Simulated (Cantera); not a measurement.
# Equilibrium for silicon epitaxy and polysilicon growth: SiHCl₃ + HCl + N₂

Feed: 1 mol SiHCl₃, 0.24 mol HCl, 77 mol N₂, held at 0.370 bar.

Cantera equilibrium calculation (NASA polynomials, part measured and part estimated; ideal gas, pure solids and liquids). Candidate condensed phases: NH₄Cl, Si, Si₃N₄; 28 gas species. N₂ is the only nitrogen source here; it is nearly inert below about 1500 K, so the nitride shown seldom forms there in practice. The tables' values for SiCl₃ are old estimates; treat these amounts as uncertain. Equilibrium is a limit: real reactors are often held back by kinetics, nucleation or transport.

| T (°C) | x N₂ | x HCl | x SiCl₂ | x SiCl₄ | x SiCl₃ | x H₂ | n Si₃N₄(s) |
|---|---|---|---|---|---|---|---|
| 827 | 0.978 | 0.0140 | 8.25e-7 | 0.00682 | 2.01e-5 | 0.000923 | 0.154 |
| 877 | 0.978 | 0.0141 | 3.12e-6 | 0.00677 | 4.40e-5 | 0.000870 | 0.155 |
| 927 | 0.978 | 0.0142 | 1.05e-5 | 0.00671 | 8.98e-5 | 0.000825 | 0.155 |
| 977 | 0.978 | 0.0142 | 3.20e-5 | 0.00662 | 0.000172 | 0.000788 | 0.155 |
| 1027 | 0.978 | 0.0143 | 8.88e-5 | 0.00647 | 0.000311 | 0.000757 | 0.153 |
| 1077 | 0.978 | 0.0143 | 0.000226 | 0.00622 | 0.000531 | 0.000735 | 0.150 |
| 1127 | 0.978 | 0.0143 | 0.000528 | 0.00582 | 0.000851 | 0.000724 | 0.144 |
| 1177 | 0.977 | 0.0143 | 0.00113 | 0.00520 | 0.00127 | 0.000729 | 0.134 |
| 1227 | 0.977 | 0.0142 | 0.00222 | 0.00432 | 0.00174 | 0.000758 | 0.116 |
| 1277 | 0.976 | 0.0141 | 0.00390 | 0.00321 | 0.00212 | 0.000825 | 0.0906 |
| 1327 | 0.975 | 0.0138 | 0.00608 | 0.00206 | 0.00226 | 0.000952 | 0.0593 |
| 1377 | 0.974 | 0.0133 | 0.00840 | 0.00113 | 0.00208 | 0.00116 | 0.0271 |
| 1427 | 0.973 | 0.0128 | 0.0104 | 0.000555 | 0.00171 | 0.00144 | 0 |
| 1477 | 0.973 | 0.0132 | 0.0107 | 0.000400 | 0.00155 | 0.00122 | 0 |
x: gas mole fraction; n: condensed amount in mol.

From 827 °C to 1377 °C the condensed part is Si₃N₄(s). From 1427 °C to 1477 °C nothing is condensed. The main Si-bearing gas is SiCl₄ at 827 °C and SiCl₂ at 1477 °C.
